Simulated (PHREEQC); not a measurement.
Solution (44 °C): 0.37 mol/kgw SrCl2. Closed to the air; pH follows from the charge balance.

Computed with PHREEQC (ion-association model, phreeqc.dat).

Precipitation was switched off in this run.

**Question.** What activity of water does the model give?

**Answer.** activity of water 0.981.

Ionic strength above about 0.7 mol/kgw puts this run outside the model's range. At this temperature some constants are extrapolated from 25 °C, and those without enthalpy data are left unchanged.
